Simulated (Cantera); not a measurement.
**Fe3O4 + HCl (chemical vapour transport)**

Input: 1 mol Fe3O4, 0.031 mol HCl, equilibrated at 0.133 bar.

Equilibrium computed with Cantera from the NASA thermochemical tables; the gas is ideal and each condensed phase is pure. Candidate condensed phases: Fe, FeCl2, FeCl3, FeO, Fe(OH)2, Fe(OH)3, Fe2O3, Fe3O4, H2O; 22 gas species. Mutual solubility and eutectic melting of coexisting phases are not modelled. The numbers say what is thermodynamically allowed, not how fast it happens.

From 700 °C to 1150 °C the condensed part is Fe2O3(s) + Fe3O4(s). From 1225 °C to 1300 °C the condensed part is Fe3O4(s). The main Fe-bearing gas is FeCl2 throughout.

| T (°C) | log p HCl | log p H2O | log p FeCl2 | log p O2 | log p FeCl3 | log p Cl | log p Cl2 | log p Fe2Cl4 | n Fe2O3(s) | n Fe3O4(s) |
|---|---|---|---|---|---|---|---|---|---|---|
| 700 | -0.92 | -2.19 | -2.50 | -11.18 | -2.70 | -6.40 | -5.62 | -3.74 | 0.000577 | 0.999 |
| 775 | -0.93 | -2.09 | -2.33 | -9.34 | -2.67 | -5.64 | -5.05 | -3.94 | 0.000879 | 0.999 |
| 850 | -0.94 | -2.00 | -2.19 | -7.76 | -2.66 | -4.98 | -4.57 | -4.14 | 0.00125 | 0.998 |
| 925 | -0.96 | -1.93 | -2.08 | -6.39 | -2.66 | -4.41 | -4.16 | -4.33 | 0.00164 | 0.998 |
| 1000 | -0.97 | -1.86 | -1.99 | -5.18 | -2.68 | -3.92 | -3.81 | -4.51 | 0.00200 | 0.998 |
| 1075 | -0.99 | -1.80 | -1.91 | -4.11 | -2.70 | -3.48 | -3.50 | -4.68 | 0.00216 | 0.997 |
| 1150 | -1.01 | -1.75 | -1.86 | -3.16 | -2.74 | -3.09 | -3.24 | -4.86 | 0.00135 | 0.998 |
| 1225 | -1.04 | -1.70 | -1.78 | -2.70 | -2.86 | -2.86 | -3.23 | -4.96 | 0 | 0.999 |
| 1300 | -1.08 | -1.64 | -1.69 | -2.57 | -3.04 | -2.73 | -3.41 | -5.01 | 0 | 0.998 |
log p: log10 of the partial pressure in bar; n: condensed amount in mol.
